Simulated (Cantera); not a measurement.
Input: 1 mol CaO, 4.7 mol O₂, 1.3 mol N₂, at 1325 °C and 1 atm.

Equilibrium computed with Cantera from the NASA thermochemical tables; the gas is ideal and each condensed phase is pure. Candidate condensed phases: Ca, CaO; 12 gas species. The numbers say what is thermodynamically allowed, not how fast it happens.

Base state: O₂ 0.782, N₂ 0.216, NO 0.00194, NO₂ 1.53e-5, O 1.24e-5 (mole fractions); condensed: CaO(s).

**Question.** What changes in the equilibrium state with this change: temperature from 1325 °C to 902 °C?

**Answer.** 
| species | before | after |
|---|---|---|
| O₂ | 0.782 | 0.783 |
| N₂ | 0.216 | 0.217 |
| NO | 0.00194 | 0.000163 |
| O | 1.24e-5 | 1.28e-8 |
| NO₂ | 1.53e-5 | 6.07e-6 |
| CaO(s), mol | 1.00 | 1.00 |

**Question.** What changes in the equilibrium state with this change: CaO replaced by MgCO₃?

**Answer.** 
```tsv
species	before	after
O₂	0.782	0.671
N₂	0.216	0.185
CO₂	0	0.143
NO₂	1.53e-5	1.21e-5
NO	0.00194	0.00166
CaO(s), mol	1.00	0
MgO(s), mol	0	1.00
```
Further candidate phases: C, Mg, MgCO₃, MgO.
